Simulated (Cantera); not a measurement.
**Low-pressure radical oxidation in H2/O2**

An isothermal, constant-pressure homogeneous reactor starts with 3.31 % H₂, 63.6 % O₂, 33.1 % N₂, equivalence ratio 0.026, at 1200 K and 1000 Pa.

Detailed kinetics in Cantera: the H2/O2 subset of GRI-Mech 3.0, which has no nitrogen chemistry. Radical loss at walls, strong at low pressure, is not modelled.

```csv
t (s),x H₂,x O₂,x O,x H₂O,x H₂O₂,x H
0.000400,0.0331,0.636,7.19e-9,5.79e-9,2.32e-12,4.39e-9
0.000892,0.0331,0.636,5.42e-8,6.77e-8,1.15e-11,2.63e-8
0.00199,0.0331,0.636,2.42e-6,3.52e-6,5.97e-11,1.12e-6
0.00443,0.0224,0.628,0.00517,0.00795,7.08e-8,0.00272
0.00988,0.000582,0.610,0.0217,0.0288,4.10e-8,0.00518
0.0220,0.000497,0.612,0.0196,0.0294,3.96e-8,0.00434
0.0491,0.000403,0.616,0.0155,0.0304,4.04e-8,0.00309
0.110,0.000262,0.621,0.00980,0.0316,4.05e-8,0.00156
0.244,0.000119,0.626,0.00435,0.0327,3.70e-8,0.000464
0.545,3.70e-5,0.629,0.00134,0.0332,2.77e-8,7.98e-5
1.21,9.22e-6,0.630,0.000334,0.0335,1.61e-8,9.93e-6
2.71,2.23e-6,0.630,8.10e-5,0.0336,7.62e-9,1.19e-6
6.04,5.87e-7,0.630,2.14e-5,0.0336,3.19e-9,1.62e-7
13.5,1.76e-7,0.630,6.45e-6,0.0336,1.29e-9,2.67e-8
30.0,5.95e-8,0.630,2.19e-6,0.0336,5.22e-10,5.27e-9
```
x: mole fraction; the columns are a selection and need not sum to one.

Equilibrium at this temperature and pressure: H₂ 5.42e-9, O₂ 0.630, O 2.00e-7, H₂O 0.0336, H₂O₂ 6.40e-11, H 1.46e-10 (gas phase only).
